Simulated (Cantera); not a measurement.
Input: 1 mol PbO, 8.3 mol CO, 0.13 mol N2, equilibrated at 0.133 bar.

These are equilibrium values from Cantera (NASA tables, ideal gas, pure condensed phases), not measurements of a reactor. Candidate condensed phases: C, Pb, PbO, PbO2, Pb3O4; 27 gas species. The numbers say what is thermodynamically allowed, not how fast it happens. All values below are at 1423 K.

Base state: CO 0.793, CO2 0.109, Pb 0.0841, N2 0.0141, Pb2 2.10e-5 (mole fractions); condensed: Pb(l).

### Question
What changes in the equilibrium state with this change: PbO replaced by Pb?

### Answer
```tsv
species	before	after
CO	0.793	0.902
Pb	0.0841	0.0841
N2	0.0141	0.0141
CO2	0.109	0.000148
Pb2	2.10e-5	2.10e-5
Pb(l), mol	0.226	0.226
C(graphite), mol	0	0.00136
```
